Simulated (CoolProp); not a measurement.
CH2F2 (R32) along the isotherm -21.45 °C: density (kg/m³) from the reference equation and from simpler models built on Tc = 78.1 °C, pc = 57.83 bar, ω = 0.277; each cubic takes its own stable root.

Values from CoolProp's reference Helmholtz-energy equation of state, Tillner-Roth 1997.

```tsv
p (bar)	phase	reference	van der Waals	Redlich-Kwong	Soave-Redlich-Kwong	Peng-Robinson
0.914	gas	2.322	2.296	2.304	2.308	2.309
1.54	gas	3.975	3.897	3.920	3.931	3.936
2.6	gas	6.904	6.663	6.733	6.766	6.782
4.39	liquid	1125	11.51	11.73	875.9	992.2
7.42	liquid	1126	20.29	837.6	876.8	993.0
12.5	liquid	1127	37.24	839.6	878.3	994.5
21.1	liquid	1130	583.4	843.0	880.7	996.8
35.6	liquid	1133	590.2	848.4	884.7	1001
60.2	liquid	1139	600.1	857.0	891.1	1007
102	liquid	1149	614.0	870.1	901.0	1017
171	liquid	1164	631.7	888.5	915.4	1031
289	liquid	1186	653.6	913.8	935.9	1051
```

At some of these states van der Waals, Redlich-Kwong gives the other phase, because its saturation line lies elsewhere.
